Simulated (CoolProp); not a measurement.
Aqueous ammonia as a coolant, 9 % by mass, freezing at -11.9 °C, 1 atm.

Model: Melinder's fits for secondary coolants, in CoolProp.

```json
[
 {"T (°C)": "-7.3", "Prandtl number": "22.3", "viscosity (mPa s)": "2.57", "cp (kJ/(kg K))": "4.229", "conductivity (W/(m K))": "0.488"},
 {"T (°C)": "-2.7", "Prandtl number": "18.3", "viscosity (mPa s)": "2.16", "cp (kJ/(kg K))": "4.221", "conductivity (W/(m K))": "0.498"},
 {"T (°C)": "2", "Prandtl number": "15.4", "viscosity (mPa s)": "1.85", "cp (kJ/(kg K))": "4.214", "conductivity (W/(m K))": "0.506"},
 {"T (°C)": "6.6", "Prandtl number": "13.2", "viscosity (mPa s)": "1.61", "cp (kJ/(kg K))": "4.207", "conductivity (W/(m K))": "0.514"},
 {"T (°C)": "11.3", "Prandtl number": "11.4", "viscosity (mPa s)": "1.41", "cp (kJ/(kg K))": "4.201", "conductivity (W/(m K))": "0.521"},
 {"T (°C)": "15.9", "Prandtl number": "9.94", "viscosity (mPa s)": "1.25", "cp (kJ/(kg K))": "4.196", "conductivity (W/(m K))": "0.529"},
 {"T (°C)": "20.5", "Prandtl number": "8.71", "viscosity (mPa s)": "1.12", "cp (kJ/(kg K))": "4.193", "conductivity (W/(m K))": "0.537"},
 {"T (°C)": "25.2", "Prandtl number": "7.59", "viscosity (mPa s)": "0.988", "cp (kJ/(kg K))": "4.191", "conductivity (W/(m K))": "0.545"},
 {"T (°C)": "29.8", "Prandtl number": "6.60", "viscosity (mPa s)": "0.873", "cp (kJ/(kg K))": "4.191", "conductivity (W/(m K))": "0.555"}
]
```
